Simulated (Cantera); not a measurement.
Input (Python, Cantera) and output of one run.

```python
import numpy as np
import cantera as ct

gas_names = """
    C CN CO CO2 C2 CCN CNC C2N2 C2O C3 C3O2 C4 C4N2 C5 N NCO NO NO2 NO3 N2 N2O O O2 O3 Pb PbO Pb2
""".split()
cond_names = """
    C(gr) Pb(cr) Pb(L) PbO(rd) PbO(yw) PbO(L) PbO2(s) Pb3O4(s)
""".split()


def load(file, names, dense=False):
    # The tables refer to 1 bar. Condensed volumes are neglected.
    table = {s.name: s for s in ct.Species.list_from_file(file)}
    out = []
    for n in names:
        d = dict(table[n].input_data)
        d["thermo"] = dict(d["thermo"], **{"reference-pressure": 1e5})
        if dense:
            d["equation-of-state"] = {"model": "constant-volume", "density": "1e6 g/cm^3"}
        out.append(ct.Species.from_dict(d))
    return out


gas = ct.Solution(thermo="ideal-gas", species=load("nasa_gas.yaml", gas_names))
cond = {s.name: ct.Solution(thermo="fixed-stoichiometry", species=[s], name=s.name)
        for s in load("nasa_condensed.yaml", cond_names, dense=True)}
atoms = {
    'Pb': {'Pb': 1},
    'CO': {'C': 1, 'O': 1},
    'N2': {'N': 2},
}
top_T = {'C(gr)': 4500, 'Pb3O4(s)': 820}  # K; cautious upper limits of use, not melting points


def equilibrate(T, P, feed):
    n = {}
    for name, mol in feed.items():
        for a, k in atoms[name].items():
            n[a] = n.get(a, 0.0) + k * mol
    gas.TPX = T, P, n
    mass = sum(n.values()) * gas.mean_molecular_weight
    gas.equilibrate("TP")
    valid = [c for c in cond.values() if c.min_temp <= T <= top_T.get(c.name, c.max_temp)]
    mix = ct.Mixture([(gas, mass / gas.mean_molecular_weight)] + [(c, 0.0) for c in valid])
    mix.T, mix.P = T, P
    mix.equilibrate("TP", solver="vcs", rtol=1e-11, max_steps=5000)
    return mix


results = []
feed = {'Pb': 1, 'CO': 0.22, 'N2': 43}  # mol
for P in [10, 36, 130, 460, 1700, 6000, 22000, 77000, 280000, 1000000]:
    for T in [875, 925, 975, 1025, 1075, 1125, 1175, 1225, 1275, 1325, 1375, 1425, 1475, 1525]:
        mix = equilibrate(T, P, feed)
        results.append((T, P, feed, dict(zip(mix.species_names, mix.species_moles))))

for T, P, feed, n in results:
    print(f"{T:7g} {P:10.4g}  " + (" + ".join(c for c in cond_names if n.get(c, 0) > 1e-12) or "gas only"))
```

Output:

```
    875         10  C(gr) + Pb(L)
    925         10  C(gr)
    975         10  C(gr)
   1025         10  C(gr)
   1075         10  C(gr)
   1125         10  C(gr)
   1175         10  C(gr)
   1225         10  C(gr)
   1275         10  gas only
   1325         10  gas only
   1375         10  gas only
   1425         10  gas only
   1475         10  gas only
   1525         10  gas only
    875         36  C(gr) + Pb(L)
    925         36  C(gr) + Pb(L)
    975         36  C(gr)
   1025         36  C(gr)
   1075         36  C(gr)
   1125         36  C(gr)
   1175         36  C(gr)
   1225         36  C(gr)
   1275         36  gas only
   1325         36  gas only
   1375         36  gas only
   1425         36  gas only
   1475         36  gas only
   1525         36  gas only
    875        130  C(gr) + Pb(L)
    925        130  C(gr) + Pb(L)
    975        130  C(gr) + Pb(L)
   1025        130  C(gr) + Pb(L)
   1075        130  C(gr)
   1125        130  C(gr)
   1175        130  C(gr)
   1225        130  C(gr)
   1275        130  C(gr)
   1325        130  gas only
   1375        130  gas only
   1425        130  gas only
   1475        130  gas only
   1525        130  gas only
    875        460  C(gr) + Pb(L)
    925        460  C(gr) + Pb(L)
    975        460  C(gr) + Pb(L)
   1025        460  C(gr) + Pb(L)
   1075        460  C(gr) + Pb(L)
   1125        460  C(gr)
   1175        460  C(gr)
   1225        460  C(gr)
   1275        460  C(gr)
   1325        460  C(gr)
   1375        460  gas only
   1425        460  gas only
   1475        460  gas only
   1525        460  gas only
    875       1700  C(gr) + Pb(L)
    925       1700  C(gr) + Pb(L)
    975       1700  C(gr) + Pb(L)
   1025       1700  C(gr) + Pb(L)
   1075       1700  C(gr) + Pb(L)
   1125       1700  C(gr) + Pb(L)
   1175       1700  C(gr)
   1225       1700  C(gr)
   1275       1700  C(gr)
   1325       1700  C(gr)
   1375       1700  C(gr)
   1425       1700  gas only
   1475       1700  gas only
   1525       1700  gas only
    875       6000  C(gr) + Pb(L)
    925       6000  C(gr) + Pb(L)
    975       6000  C(gr) + Pb(L)
   1025       6000  C(gr) + Pb(L)
   1075       6000  C(gr) + Pb(L)
   1125       6000  C(gr) + Pb(L)
   1175       6000  C(gr) + Pb(L)
   1225       6000  C(gr) + Pb(L)
   1275       6000  C(gr)
   1325       6000  C(gr)
   1375       6000  C(gr)
   1425       6000  C(gr)
   1475       6000  gas only
   1525       6000  gas only
    875    2.2e+04  C(gr) + Pb(L)
    925    2.2e+04  C(gr) + Pb(L)
    975    2.2e+04  C(gr) + Pb(L)
   1025    2.2e+04  C(gr) + Pb(L)
   1075    2.2e+04  C(gr) + Pb(L)
   1125    2.2e+04  C(gr) + Pb(L)
   1175    2.2e+04  C(gr) + Pb(L)
   1225    2.2e+04  C(gr) + Pb(L)
   1275    2.2e+04  C(gr) + Pb(L)
   1325    2.2e+04  C(gr) + Pb(L)
   1375    2.2e+04  C(gr)
   1425    2.2e+04  C(gr)
   1475    2.2e+04  C(gr)
   1525    2.2e+04  gas only
    875    7.7e+04  C(gr) + Pb(L)
    925    7.7e+04  C(gr) + Pb(L)
    975    7.7e+04  C(gr) + Pb(L)
   1025    7.7e+04  C(gr) + Pb(L)
   1075    7.7e+04  C(gr) + Pb(L)
   1125    7.7e+04  C(gr) + Pb(L)
   1175    7.7e+04  C(gr) + Pb(L)
   1225    7.7e+04  C(gr) + Pb(L)
   1275    7.7e+04  C(gr) + Pb(L)
   1325    7.7e+04  C(gr) + Pb(L)
   1375    7.7e+04  C(gr) + Pb(L)
   1425    7.7e+04  C(gr) + Pb(L)
   1475    7.7e+04  C(gr)
   1525    7.7e+04  gas only
    875    2.8e+05  C(gr) + Pb(L)
    925    2.8e+05  C(gr) + Pb(L)
    975    2.8e+05  C(gr) + Pb(L)
   1025    2.8e+05  C(gr) + Pb(L)
   1075    2.8e+05  C(gr) + Pb(L)
   1125    2.8e+05  C(gr) + Pb(L)
   1175    2.8e+05  C(gr) + Pb(L)
   1225    2.8e+05  C(gr) + Pb(L)
   1275    2.8e+05  C(gr) + Pb(L)
   1325    2.8e+05  C(gr) + Pb(L)
   1375    2.8e+05  C(gr) + Pb(L)
   1425    2.8e+05  C(gr) + Pb(L)
   1475    2.8e+05  C(gr) + Pb(L)
   1525    2.8e+05  C(gr) + Pb(L)
    875      1e+06  C(gr) + Pb(L)
    925      1e+06  C(gr) + Pb(L)
    975      1e+06  C(gr) + Pb(L)
   1025      1e+06  C(gr) + Pb(L)
   1075      1e+06  C(gr) + Pb(L)
   1125      1e+06  C(gr) + Pb(L)
   1175      1e+06  C(gr) + Pb(L)
   1225      1e+06  C(gr) + Pb(L)
   1275      1e+06  C(gr) + Pb(L)
   1325      1e+06  C(gr) + Pb(L)
   1375      1e+06  C(gr) + Pb(L)
   1425      1e+06  C(gr) + Pb(L)
   1475      1e+06  C(gr) + Pb(L)
   1525      1e+06  C(gr) + Pb(L)
```

These are equilibrium values from Cantera (NASA tables, ideal gas, pure condensed phases), not measurements of a reactor.
